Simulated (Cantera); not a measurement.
## Low-pressure radical oxidation in H2/O2

An isothermal, constant-pressure homogeneous reactor starts with H2 : O2 : N2 = 0.26 : 1 : 0.11 (molar parts), equivalence ratio 0.13, at 1200 K and 3600 Pa.

Model: GRI-Mech 3.0 (53 species, 325 reactions), integrated in Cantera. Radical loss at walls, strong at low pressure, is not modelled. The temperature is held fixed by assumption; the heat of reaction is taken as removed at once.

```json
[
 {"t (s)": "0.000700", "x H2": "0.0113", "x O2": "0.632", "x OH": "0.0101", "x NO": "9.84e-8", "x NO2": "3.22e-12", "x HO2": "2.05e-5", "x H": "0.0603"},
 {"t (s)": "0.00118", "x H2": "0.00767", "x O2": "0.646", "x OH": "0.00860", "x NO": "2.90e-7", "x NO2": "1.26e-11", "x HO2": "2.16e-5", "x H": "0.0412"},
 {"t (s)": "0.00198", "x H2": "0.00535", "x O2": "0.666", "x OH": "0.00722", "x NO": "4.46e-7", "x NO2": "2.80e-11", "x HO2": "2.22e-5", "x H": "0.0219"},
 {"t (s)": "0.00332", "x H2": "0.00285", "x O2": "0.684", "x OH": "0.00524", "x NO": "5.24e-7", "x NO2": "5.98e-11", "x HO2": "2.09e-5", "x H": "0.00791"},
 {"t (s)": "0.00558", "x H2": "0.00115", "x O2": "0.694", "x OH": "0.00327", "x NO": "5.46e-7", "x NO2": "1.45e-10", "x HO2": "1.65e-5", "x H": "0.00191"},
 {"t (s)": "0.00937", "x H2": "0.000386", "x O2": "0.699", "x OH": "0.00188", "x NO": "5.51e-7", "x NO2": "3.64e-10", "x HO2": "1.04e-5", "x H": "0.000364"},
 {"t (s)": "0.0157", "x H2": "0.000125", "x O2": "0.701", "x OH": "0.00107", "x NO": "5.51e-7", "x NO2": "7.72e-10", "x HO2": "5.36e-6", "x H": "6.76e-5"},
 {"t (s)": "0.0265", "x H2": "4.29e-5", "x O2": "0.701", "x OH": "0.000635", "x NO": "5.51e-7", "x NO2": "1.27e-9", "x HO2": "2.47e-6", "x H": "1.39e-5"},
 {"t (s)": "0.0445", "x H2": "1.61e-5", "x O2": "0.701", "x OH": "0.000395", "x NO": "5.51e-7", "x NO2": "1.65e-9", "x HO2": "1.12e-6", "x H": "3.33e-6"},
 {"t (s)": "0.0747", "x H2": "6.64e-6", "x O2": "0.701", "x OH": "0.000257", "x NO": "5.51e-7", "x NO2": "1.81e-9", "x HO2": "5.22e-7", "x H": "9.17e-7"},
 {"t (s)": "0.125", "x H2": "2.98e-6", "x O2": "0.702", "x OH": "0.000174", "x NO": "5.51e-7", "x NO2": "1.76e-9", "x HO2": "2.56e-7", "x H": "2.84e-7"},
 {"t (s)": "0.211", "x H2": "1.42e-6", "x O2": "0.702", "x OH": "0.000122", "x NO": "5.51e-7", "x NO2": "1.60e-9", "x HO2": "1.32e-7", "x H": "9.68e-8"},
 {"t (s)": "0.354", "x H2": "7.17e-7", "x O2": "0.702", "x OH": "8.70e-5", "x NO": "5.51e-7", "x NO2": "1.39e-9", "x HO2": "7.17e-8", "x H": "3.54e-8"},
 {"t (s)": "0.595", "x H2": "3.76e-7", "x O2": "0.702", "x OH": "6.33e-5", "x NO": "5.51e-7", "x NO2": "1.21e-9", "x HO2": "4.15e-8", "x H": "1.37e-8"},
 {"t (s)": "1.00", "x H2": "2.04e-7", "x O2": "0.702", "x OH": "4.68e-5", "x NO": "5.51e-7", "x NO2": "1.10e-9", "x HO2": "2.65e-8", "x H": "5.52e-9"}
]
```
x: mole fraction; the columns are a selection and need not sum to one.

Equilibrium at this temperature and pressure: H2 1.69e-8, O2 0.702, OH 1.35e-5, NO 0.000121, NO2 7.04e-7, HO2 2.09e-8, H 1.36e-10 (gas phase only).
